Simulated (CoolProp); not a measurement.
Vapour-liquid equilibrium of propylene (1) + R152A (2) at 13.1 bar; x and y are mole fractions of (1).

Model: multi-fluid Helmholtz-energy mixture model, Lemmon 2013 and Outcalt 1996; pair parameters Bell 2016, in CoolProp.

```
x     bubble temperature (K)  y at the bubble point  dew temperature at overall composition x (K)  liquid density (mol/L)
----  ----------------------  ---------------------  --------------------------------------------  ----------------------
0.05                   323.9                  0.108                                         325.9                   12.39
0.15                   318.0                  0.283                                         322.5                   12.39
0.25                   313.4                  0.414                                         319.1                   12.33
0.35                   309.9                  0.512                                         315.6                   12.25
0.45                   307.4                  0.591                                         312.1                   12.15
0.55                   305.5                  0.658                                         308.7                   12.05
0.65                   304.1                  0.720                                         305.7                   11.97
0.75                   303.2                  0.784                                         303.6                   11.90
0.85                   302.7                  0.855                                         302.7                   11.86
0.95                   302.9                  0.945                                         302.9                   11.83
```

y crosses x between x = 0.85 and 0.95: the model has an azeotrope there.

The pair parameters rest on a limited set of measurements; away from them the model extrapolates.
